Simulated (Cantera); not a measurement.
Charge: 1 mol Si3N4, 0.059 mol CO2, 2.4 mol H2, at 1250 K and 578 Torr.

Cantera equilibrium calculation (NASA polynomials, part measured and part estimated; ideal gas, pure solids and liquids). Candidate condensed phases: C, C6H6, C7H8, C8H18, H2O, Si, SiC, SiO2, Si2N2O, Si3N4; 151 gas species. Mutual solubility and eutectic melting of coexisting phases are not modelled. The numbers say what is thermodynamically allowed, not how fast it happens.

Question: What is the equilibrium state?

Answer: 
```
Property                              Result
--------------------------------  ----------
x(H2)                                  0.976
x(N2)                                 0.0162
x(CH4)                               0.00806
x(HCN)                               1.60e-5
x(NH3)                               1.44e-5
x(C2H4)                              1.06e-6
n(C(graphite))                    0.0395 mol
n(Si2N2O(s))                       0.118 mol
n(Si3N4(s))                        0.921 mol
gas amount                         2.420 mol
log10 activity of Si(s) (absent)       -3.33
```
